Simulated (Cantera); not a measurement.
A closed system holds: 1 mol SiCl4, 5.8 mol HCl, 2.3 mol H2, 2.5 mol Cl2, equilibrated at 1175 K and 18000 Pa.

Cantera equilibrium calculation (NASA polynomials, part measured and part estimated; ideal gas, pure solids and liquids). Candidate condensed phases: Si; 19 gas species. Equilibrium is a limit: real reactors are often held back by kinetics, nucleation or transport.

Base state: HCl 0.896, SiCl4 0.0862, Cl2 0.0167, Cl 0.00110 (mole fractions); condensed: gas only.

Problem. What changes in the equilibrium state with this change: temperature from 1175 K to 623 K?

Solution. 
| species | before | after |
|---|---|---|
| HCl | 0.896 | 0.897 |
| SiCl4 | 0.0862 | 0.0862 |
| Cl2 | 0.0167 | 0.0172 |
| Cl | 0.00110 | 1.50e-8 |
